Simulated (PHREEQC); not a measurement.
A solution holds 0.29 mol NH4HS per kg of water, at 25 °C. Closed to the air; pH follows from the charge balance.

Computed with PHREEQC (ion-association model, wateq4f.dat).

This is a speciation only: nothing precipitates in the calculation.

Predict the pH, activity of water, ionic strength.

pH 8.06; activity of water 0.990; ionic strength 0.277 mol/kgw.

In which forms is S present?

HS- 95 %, H2S 4.6 % of the S.

The polysulfide entries of wateq4f.dat were taken out for this run.
